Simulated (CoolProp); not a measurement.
Vapour-liquid equilibrium of nitrogen (1) + oxygen (2) at 78.8 K; x and y are mole fractions of (1).

Model: multi-fluid Helmholtz-energy mixture model, Span 2000 and Schmidt 1985; pair parameters Gernert 2013, in CoolProp.

```tsv
x	bubble pressure (MPa)	y at the bubble point	dew pressure at overall composition x (MPa)	liquid density (mol/L)
0.05	0.03148	0.227	0.02664	36.89
0.2	0.04742	0.559	0.03064	35.45
0.35	0.06156	0.716	0.03601	34.06
0.5	0.07490	0.814	0.04355	32.72
0.65	0.08804	0.885	0.05477	31.43
0.8	0.1014	0.941	0.07269	30.17
0.95	0.1151	0.987	0.1039	28.94
```

No azeotrope shows between x = 0.05 and 0.95.

The pair parameters rest on a limited set of measurements; away from them the model extrapolates.
